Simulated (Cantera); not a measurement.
A closed system holds: 1 mol Al(CH3)3, 21 mol NH3, 440 mol N2, at 1748.15 K and 0.0160 bar.

Cantera equilibrium calculation (NASA polynomials, part measured and part estimated; ideal gas, pure solids and liquids). Candidate condensed phases: Al, AlN, C, C6H6, C7H8, C8H18; 97 gas species. The feed counts by its element totals alone. Kinetics and transport are ignored.

**Question.** What is the equilibrium state?

**Answer.** 
* **x(N2)**: 0.925
* **x(H2)**: 0.0732
* **x(HCN)**: 0.00123
* **x(H)**: 0.000489
* **x(Al)**: 4.40e-5
* **x(HNC)**: 4.14e-5
* **x(C2H2 (acetylene))**: 8.27e-6
* **n(AlN(s))**: 0.978 mol
* **n(C(graphite))**: 2.37 mol
* **gas amount**: 486.2 mol
* **log10 activity of Al(l) (absent)**: -2.79
